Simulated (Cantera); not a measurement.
A perfectly stirred reactor is fed with C2H4 : O2 : N2 : CO2 = 1 : 7.32 : 27.5 : 2.2 (molar parts), equivalence ratio 0.41, at 0.987 atm; it is adiabatic with a 400 K inlet, and is followed from long to short residence time, starting on the burning branch (τ in s: 0.033, 0.017, 0.0086, 0.0044, 0.0023, 0.0012, 0.0006, 0.00031, 0.00016, 8e-05, 4.1e-05, 2.1e-05, 1.1e-05).

Model: GRI-Mech 3.0 (53 species, 325 reactions), integrated in Cantera. GRI-Mech 3.0 was tuned for natural gas; its chemistry of ethylene as a main component is partial and can be far from experiment.

Q: What does this change do: pressure from 0.987 atm to 7.01 atm?

A: 
```json
[
 {"quantity": "blow-out, bracketed by the residence times tried", "before": "burning at 2.30 ms, out at 1.20 ms", "after": "burning at 8.60 ms, out at 4.40 ms"},
 {"quantity": "x(C2H4) at τ = 33.0 ms", "before": "3.35e-5", "after": "6.12e-5"},
 {"quantity": "x(O2) at τ = 33.0 ms", "before": "0.114", "after": "0.115"},
 {"quantity": "x(CO2) at τ = 33.0 ms", "before": "0.109", "after": "0.109"},
 {"quantity": "x(H2O) at τ = 33.0 ms", "before": "0.0522", "after": "0.0523"},
 {"quantity": "x(CH2O) at τ = 33.0 ms", "before": "3.21e-6", "after": "4.46e-6"},
 {"quantity": "x(C2H4) at τ = 0.600 ms", "before": "0.0263", "after": "0.0263"},
 {"quantity": "x(O2) at τ = 0.600 ms", "before": "0.193", "after": "0.193"},
 {"quantity": "x(CO2) at τ = 0.600 ms", "before": "0.0579", "after": "0.0579"},
 {"quantity": "x(H2O) at τ = 0.600 ms", "before": "<1e-12", "after": "<1e-12"},
 {"quantity": "x(CH2O) at τ = 0.600 ms", "before": "<1e-12", "after": "<1e-12"}
]
```
